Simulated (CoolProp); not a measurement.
Oxygen at 417.92 K and 0.105 MPa is throttled through a valve to 0.0565 MPa with no heat exchange. Each further row changes one setting.

Model: reference Helmholtz-energy equation of state, Schmidt 1985, in CoolProp.

| case | temperature change (K) | final density (kg/m³) |
|---|---|---|
| as stated | -0.1 | [?] |
| outlet pressure 0.0169 MPa | -0.1 | [?] |
| outlet pressure 0.0735 MPa | [?] | [?] |

Q: Some entries are withheld; supply them.

A: 
- as stated, final density (kg/m³): 0.520
- outlet pressure 0.0169 MPa, final density (kg/m³): 0.156
- outlet pressure 0.0735 MPa, temperature change (K): -0.0
- outlet pressure 0.0735 MPa, final density (kg/m³): 0.677

Above 300 K oxygen's equation is extrapolated.
